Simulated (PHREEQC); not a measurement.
Ultrapure water in contact with air or piping: an equilibrium model

Synthetic water in mg/kgw, 25 °C, pH 6.25, pe 12.6:

| constituent | mg/kgw |
|---|---|
| Na | 0.275 |
| K | 0.412 |
| Ca | 0.0671 |
| Mg | 0.12 |
| Cl | 0.512 |
| S(6) as SO4 | 0.212 |
| Alkalinity as HCO3 | 1.02 |
| Li | 0.00142 |
| B | 7.71e-05 |
| N(5) as NO3 | 0.0236 |
| Si as SiO2 | 0.034 |
| Br | 0.0307 |

Valence states are taken as typed.

Equilibrium calculation in PHREEQC: ion-association model, phreeqc.dat.

```json
{
  "ionic_strength": "4.55e-5 mol/kgw",
  "charge_balance_error": "-0.6 %"
}
```

| species | molality | activity | log γ |
|---|---|---|---|
| CO2 | 2.17e-5 | 2.17e-5 | 0.000 |
| HCO3- | 1.73e-5 | 1.71e-5 | -0.003 |
| Cl- | 1.44e-5 | 1.43e-5 | -0.003 |
| Na+ | 1.20e-5 | 1.19e-5 | -0.003 |
| K+ | 1.05e-5 | 1.04e-5 | -0.003 |
| Mg+2 | 4.93e-6 | 4.78e-6 | -0.014 |
| SO4-2 | 2.20e-6 | 2.13e-6 | -0.014 |
| Ca+2 | 1.67e-6 | 1.62e-6 | -0.014 |
| H+ | 5.67e-7 | 5.62e-7 | -0.003 |
| H4SiO4 | 5.66e-7 | 5.66e-7 | 0.000 |
| Br- | 3.84e-7 | 3.81e-7 | -0.003 |
| NO3- | 3.81e-7 | 3.78e-7 | -0.003 |

No solid was allowed to form.
